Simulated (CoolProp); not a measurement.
Saturated liquid density (kg/m³) of R125: the reference equation beside estimates from Tc = 339.2 K, pc = 3618 kPa, ω = 0.305.

Model: reference Helmholtz-energy equation of state, Lemmon 2005, in CoolProp.

```json
[
 {"T (K)": "242.2", "reference": "1450", "Redlich-Kwong": "1255", "Peng-Robinson": "1494"},
 {"T (K)": "248.6", "reference": "1425", "Redlich-Kwong": "1228", "Peng-Robinson": "1465"},
 {"T (K)": "255", "reference": "1399", "Redlich-Kwong": "1200", "Peng-Robinson": "1435"},
 {"T (K)": "261.5", "reference": "1372", "Redlich-Kwong": "1170", "Peng-Robinson": "1402"},
 {"T (K)": "267.9", "reference": "1344", "Redlich-Kwong": "1139", "Peng-Robinson": "1368"},
 {"T (K)": "274.3", "reference": "1314", "Redlich-Kwong": "1106", "Peng-Robinson": "1331"},
 {"T (K)": "280.7", "reference": "1284", "Redlich-Kwong": "1072", "Peng-Robinson": "1292"},
 {"T (K)": "287.2", "reference": "1251", "Redlich-Kwong": "1035", "Peng-Robinson": "1248"},
 {"T (K)": "293.6", "reference": "1216", "Redlich-Kwong": "996.3", "Peng-Robinson": "1202"},
 {"T (K)": "300", "reference": "1178", "Redlich-Kwong": "954.8", "Peng-Robinson": "1151"},
 {"T (K)": "306.4", "reference": "1137", "Redlich-Kwong": "909.9", "Peng-Robinson": "1095"}
]
```

Absolute difference from the reference over all 11 rows, mean and median: Redlich-Kwong 16.2 and 15.8 %, Peng-Robinson 2.0 and 2.2 %.
